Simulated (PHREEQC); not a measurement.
A PHREEQC input (ion-association model, phreeqc.dat):

```
SOLUTION 1
  temp 25
  units mg/L
  pH 6.93
  pe 1
  Na 46.2
  K 5.53
  Ca 60.2
  Mg 1.32
  Cl 77.9
  S(6) 74.1 as SO4
  Alkalinity 97 as HCO3 charge
  Ba 2.75
  Li 0.675
  Mn(2) 0.258
END
USE solution 1
EQUILIBRIUM_PHASES 1
  Gypsum 0 0
  CO2(g) -2.5 10
END
```

It stops with these messages:

```
ERROR: Alkalinity cannot be used with charge balance or solution phase boundary constraints.
ERROR: Program terminating due to input errors.
```

The fault: charge balance asked on alkalinity. The line should read `as HCO3` where the input has `as HCO3 charge`. With the mend the run ends at pH 7.47 and ionic strength 0.00730 mol/kgw.
